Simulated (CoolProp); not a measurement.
The fluid at 486.17 K and 8.49 MPa expands adiabatically to 1.2 MPa with isentropic efficiency 1. The same conditions are run with several fluids, on thermodynamics alone (safety and materials aside).

Values from CoolProp's reference Helmholtz-energy equation of state of each fluid (carbon monoxide: Lemmon 2006; c-C4F8 (RC318): Platzer 1990; isobutene: Lemmon 2005; R11: Jacobsen 1992; nitrous oxide: Lemmon 2006). The equations of Platzer and Polt are older, rougher fits.

Q: Rank carbon monoxide, c-C4F8 (RC318), isobutene, R11, nitrous oxide by work (kJ/kg), highest first.

A: carbon monoxide (218), nitrous oxide (138), isobutene (83.3), c-C4F8 (RC318) (27.6), R11 (17.0)

```
fluid            final temperature (K)                       final phase  final density (kg/m³)
---------------  ---------------------  --------------------------------  ---------------------
carbon monoxide                  276.9                               gas                   14.7
c-C4F8 (RC318)                   423.3                               gas                   76.9
isobutene                        385.2                               gas                   24.9
R11                              391.6  two-phase, vapour fraction 0.629                   98.1
nitrous oxide                    321.7                               gas                   20.8
```
